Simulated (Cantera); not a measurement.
**Hydrogen reduction and annealing atmospheres: Fe3O4 + H2**

A closed system holds: 1 mol Fe3O4, 5.9 mol H2, equilibrated at 1898.15 K and 0.100 bar.

Method: chemical equilibrium by Gibbs-energy minimisation in Cantera with the NASA 1993 tables (ideal gas, pure condensed phases). Candidate condensed phases: Fe, FeO, Fe(OH)2, Fe(OH)3, Fe2O3, Fe3O4, H2O; 12 gas species. Each liquid is taken as pure. Mutual solubility and eutectic melting of coexisting phases are not modelled. The tables' stoichiometric FeO is somewhat more stable than real wüstite, so its field is too wide. FeO: taken at fixed stoichiometry. Kinetics and transport are ignored.

```yaml
x(H2): 0.682
x(H2O): 0.315
x(H): 0.00204
x(Fe): 0.00109
x(OH): 7.72e-5
x(Fe(OH)2): 7.67e-5
x(FeO): 7.75e-6
n(Fe(l)): 0.857 mol
n(FeO(l)): 2.14 mol
gas_amount: 5.913 mol
```
